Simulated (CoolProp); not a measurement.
Computed with CoolProp (reference Helmholtz-energy equation of state, Schmidt 1985).

Task: Give the vapour pressure (bar), vapour density (kg/m³), surface tension (mN/m), liquid conductivity (mW/(m K)) of saturated oxygen at 86.6, 106.6 K.

Result: 
```
T (K)  p (bar)  vapour density (kg/m³)  surface tension (mN/m)  liquid conductivity (mW/(m K))
-----  -------  ----------------------  ----------------------  ------------------------------
86.6     0.685                    3.12                    14.0                             156
106.6     4.27                    16.9                    9.17                             127
```

Thermal conductivity comes from a separate model (Lemmon 2004). Surface tension comes from a separate correlation (Mulero 2012).
